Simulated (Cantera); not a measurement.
Ignition delay

Mixture: 17.0 % CO, 0.834 % H2, 10.3 % O2, 71.9 % N2, equivalence ratio 0.87, at 101000 Pa, adiabatic and at constant pressure. Ignition delay is the time to a rise of 400 K.

Cantera simulation using GRI-Mech 3.0 (53 species, 325 reactions); the numbers are that mechanism's predictions, not measurements. Where the delays flatten at high temperature, the 400 K rule measures the pace of heat release, not the induction time.

```
T0 (K)  delay (ms)
------  ----------
1075         0.655
1150         0.416
1225         0.318
1300         0.271
1375         0.248
1450         0.240
1525         0.242
1600         0.252
1675         0.268
1750         0.288
```
